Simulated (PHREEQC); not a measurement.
1 kg of water holding 0.019 mol/kgw MgSO4, 0.0025 mol/kgw K2SO4 and 0.29 mol/kgw Na2SO4 is evaporated at 40 °C; the solids stay in contact with the brine. CO2 from the air is kept out. Solids allowed: Arcanite, Bloedite, Brucite, Epsomite, Glaserite, Hexahydrite, Kieserite, Leonite, Mirabilite, Misenite, Schoenite, Thenardite. Others were left out.

The series has 17 steps of water left (kg), from 1 to 0.04335.

The numbers come from PHREEQC with the Pitzer model, pitzer.dat.

Q: Which solids form, in which order, and at which step of the series does each first stand?

A: Thenardite from water left = 0.07809 kg.

Species that the database lacks are ignored. At this temperature some constants are extrapolated from 25 °C, and those without enthalpy data are left unchanged.
